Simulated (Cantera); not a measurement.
A Cantera script and what it prints.

```python
import numpy as np
import cantera as ct

gas_names = """
    CL CLO CL2 N NO NO2 NO3 N2 N2O O O2 O3 Si SiCL SiCL2 SiCL3 SiCL4 SiN SiO SiO2 Si2 Si2N Si3
""".split()
cond_names = """
    Si(cr) Si(L) SiO2(Lqz) SiO2(hqz) SiO2(L) Si2N2O(s) Si3N4(a)
""".split()


def load(file, names, dense=False):
    # The tables refer to 1 bar. Condensed volumes are neglected.
    table = {s.name: s for s in ct.Species.list_from_file(file)}
    out = []
    for n in names:
        d = dict(table[n].input_data)
        d["thermo"] = dict(d["thermo"], **{"reference-pressure": 1e5})
        if dense:
            d["equation-of-state"] = {"model": "constant-volume", "density": "1e6 g/cm^3"}
        out.append(ct.Species.from_dict(d))
    return out


gas = ct.Solution(thermo="ideal-gas", species=load("nasa_gas.yaml", gas_names))
cond = {s.name: ct.Solution(thermo="fixed-stoichiometry", species=[s], name=s.name)
        for s in load("nasa_condensed.yaml", cond_names, dense=True)}
atoms = {
    'SiCl4': {'Si': 1, 'CL': 4},
    'NO': {'N': 1, 'O': 1},
}
top_T = {'Si2N2O(s)': 2100, 'Si3N4(a)': 2400}  # K; cautious upper limits of use, not melting points


def equilibrate(T, P, feed):
    n = {}
    for name, mol in feed.items():
        for a, k in atoms[name].items():
            n[a] = n.get(a, 0.0) + k * mol
    gas.TPX = T, P, n
    mass = sum(n.values()) * gas.mean_molecular_weight
    gas.equilibrate("TP")
    valid = [c for c in cond.values() if c.min_temp <= T <= top_T.get(c.name, c.max_temp)]
    mix = ct.Mixture([(gas, mass / gas.mean_molecular_weight)] + [(c, 0.0) for c in valid])
    mix.T, mix.P = T, P
    mix.equilibrate("TP", solver="vcs", rtol=1e-11, max_steps=5000)
    return mix


results = []
feed = {'SiCl4': 1, 'NO': 17}  # mol
T = 1398.15  # K
P = 10000  # Pa
mix = equilibrate(T, P, feed)
results.append((T, P, feed, dict(zip(mix.species_names, mix.species_moles))))
print(gas.report(threshold=1e-05))
for i in range(1, mix.n_phases):
    print(f"{mix.phase(i).name:16s} {mix.phase_moles(i):12.5e} mol")
```

Result:

```
       temperature   1398.2 K
          pressure   10000 Pa
           density   0.029219 kg/m^3
  mean mol. weight   33.967 kg/kmol
   phase of matter   gas

                          1 kg             1 kmol
                     ---------------   ---------------
          enthalpy        1.1584e+06        3.9348e+07  J
   internal energy        8.1618e+05        2.7723e+07  J
           entropy            8145.2        2.7667e+05  J/K
    Gibbs function        -1.023e+07       -3.4747e+08  J
 heat capacity c_p            1033.6             35108  J/K
 heat capacity c_v             788.8             26793  J/K

                      mass frac. Y      mole frac. X     chem. pot. / RT
                     ---------------   ---------------   ---------------
                CL          0.028625          0.027427           -17.381
               CLO        0.00023772        0.00015694           -32.756
               CL2           0.19996          0.095795           -34.761
                NO         0.0006806        0.00077044           -29.808
                N2            0.3838           0.46536           -28.866
                O2           0.38669           0.41049            -30.75
     [  +17 minor]        4.3735e-06        4.4343e-06

Si(cr)            0.00000e+00 mol
SiO2(hqz)         1.00000e+00 mol
Si2N2O(s)         0.00000e+00 mol
Si3N4(a)          0.00000e+00 mol
```

Method: chemical equilibrium by Gibbs-energy minimisation in Cantera with the NASA 1993 tables (ideal gas, pure condensed phases). The tables hold silica as quartz up to 1696 K and as liquid above; real silica turns to tridymite and cristobalite and melts near 1996 K.
